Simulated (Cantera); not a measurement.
A perfectly stirred reactor is fed with H2 : O2 : N2 = 1.3 : 1 : 14 (molar parts), at 0.138 atm; it is held at 1325 K, and followed from long to short residence time.

Computed with Cantera and the H2/O2 subset of GRI-Mech 3.0, which has no nitrogen chemistry. The temperature is held fixed by assumption; the heat of reaction is taken as removed at once.

Q: What does this change do: pressure from 0.138 atm to 0.0987 atm?

A: 
```
quantity                  before     after
----------------------  --------  --------
x(H2) at τ = 4.50 s     0.000147  0.000221
x(O2) at τ = 4.50 s       0.0223    0.0223
x(H2O2) at τ = 4.50 s    6.73e-8   6.45e-8
x(H2O) at τ = 4.50 s      0.0827    0.0826
x(O) at τ = 4.50 s       7.08e-5  0.000111
x(H2) at τ = 0.150 s     0.00131   0.00190
x(O2) at τ = 0.150 s      0.0226    0.0229
x(H2O2) at τ = 0.150 s   2.17e-7   1.81e-7
x(H2O) at τ = 0.150 s     0.0807    0.0795
x(O) at τ = 0.150 s     0.000664   0.00102
```
